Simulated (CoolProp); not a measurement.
Values from CoolProp's reference Helmholtz-energy equation of state, Akasaka 2019.

### Question
For R1234ze(Z), give the phase and the cp (kJ/(kg K)), isothermal compressibility (1/MPa) at 37.35 °C and 14900 kPa.

### Answer
- 37.35 °C and 14900 kPa: liquid; cp 1.25, isothermal compressibility 0.00232
